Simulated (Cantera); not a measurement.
Cantera run:

```python
import numpy as np
import cantera as ct

gas_names = """
    Electron C C+ C- CN CN+ CN- C2 C2+ C2- CCN CNC C2N2 C3 C4 C4N2 C5 N N+ N- N2 N2+ N2- Si Si+ SiC SiC2
    SiN Si2 Si2C Si2N Si3
""".split()
cond_names = """
    C(gr) Si(cr) Si(L) SiC(b) Si3N4(a)
""".split()


def load(file, names, dense=False):
    # The tables refer to 1 bar. Condensed volumes are neglected.
    table = {s.name: s for s in ct.Species.list_from_file(file)}
    out = []
    for n in names:
        d = dict(table[n].input_data)
        d["thermo"] = dict(d["thermo"], **{"reference-pressure": 1e5})
        if dense:
            d["equation-of-state"] = {"model": "constant-volume", "density": "1e6 g/cm^3"}
        out.append(ct.Species.from_dict(d))
    return out


gas = ct.Solution(thermo="ideal-gas", species=load("nasa_gas.yaml", gas_names))
cond = {s.name: ct.Solution(thermo="fixed-stoichiometry", species=[s], name=s.name)
        for s in load("nasa_condensed.yaml", cond_names, dense=True)}
atoms = {
    'SiC': {'Si': 1, 'C': 1},
    'C': {'C': 1},
    'N2': {'N': 2},
}
top_T = {'C(gr)': 4500, 'SiC(b)': 3050, 'Si3N4(a)': 2400}  # K; cautious upper limits of use, not melting points


def equilibrate(T, P, feed):
    n = {}
    for name, mol in feed.items():
        for a, k in atoms[name].items():
            n[a] = n.get(a, 0.0) + k * mol
    gas.TPX = T, P, n
    mass = sum(n.values()) * gas.mean_molecular_weight
    gas.equilibrate("TP")
    valid = [c for c in cond.values() if c.min_temp <= T <= top_T.get(c.name, c.max_temp)]
    mix = ct.Mixture([(gas, mass / gas.mean_molecular_weight)] + [(c, 0.0) for c in valid])
    mix.T, mix.P = T, P
    mix.equilibrate("TP", solver="vcs", rtol=1e-11, max_steps=5000)
    return mix


results = []
feed = {'SiC': 1, 'C': 0.38, 'N2': 0.022}  # mol
P = 1333.22  # Pa
for T in [2500, 2750, 3000, 3250, 3500, 3750, 4000, 4250, 4500, 4750, 5000]:
    mix = equilibrate(T, P, feed)
    results.append((T, P, feed, dict(zip(mix.species_names, mix.species_moles))))

top = {s: max(r[3][s] / sum(r[3][g] for g in gas_names) for r in results) for s in gas_names}
cols = sorted((s for s in top if top[s] > 1e-06), key=lambda s: -top[s])[:7]
seen = [c for c in cond_names if any(r[3].get(c, 0) > 1e-12 for r in results)]
print("log10 of partial pressures in bar; condensed amounts in mol")
print(f"{'T/K':>10s}" + "".join(f"{s[:9]:>10s}" for s in cols + seen))
for T, P, feed, n in results:
    ng = sum(n[g] for g in gas_names)
    print(f"{T:10.4g}" + "".join(f"{np.log10(max(n[s] / ng * P / 1e5, 1e-99)):10.3f}" for s in cols)
          + "".join(f"{n.get(c, 0):10.4g}" for c in seen))
```

It prints:

```
log10 of partial pressures in bar; condensed amounts in mol
       T/K        N2        Si         C      SiC2        C3      Si2C        C2     C(gr)    SiC(b)
      2500    -1.932    -2.944    -6.779    -3.530    -6.304    -3.789    -7.339    0.3819    0.9966
      2750    -3.513    -2.116    -5.423    -2.420    -4.773    -2.849    -5.787    0.7524         0
      3000    -3.594    -2.176    -4.295    -2.250    -3.506    -3.570    -4.499    0.3975         0
      3250    -3.754    -2.210    -3.464    -2.337    -2.807    -4.271    -3.657         0         0
      3500    -3.926    -2.152    -2.920    -2.657    -2.711    -4.862    -3.270         0         0
      3750    -4.113    -2.156    -2.519    -3.134    -2.846    -5.557    -3.078         0         0
      4000    -4.242    -2.202    -2.273    -3.801    -3.277    -6.352    -3.120         0         0
      4250    -4.267    -2.238    -2.170    -4.613    -4.000    -7.158    -3.385         0         0
      4500    -4.288    -2.254    -2.139    -5.437    -4.822    -7.900    -3.741         0         0
      4750    -4.393    -2.264    -2.129    -6.207    -5.615    -8.574    -4.097         0         0
      5000    -4.609    -2.274    -2.128    -6.914    -6.348    -9.188    -4.432         0         0
```

Cantera equilibrium calculation (NASA polynomials, part measured and part estimated; ideal gas, pure solids and liquids). The tables' values for SiN are old estimates; treat these amounts as uncertain.
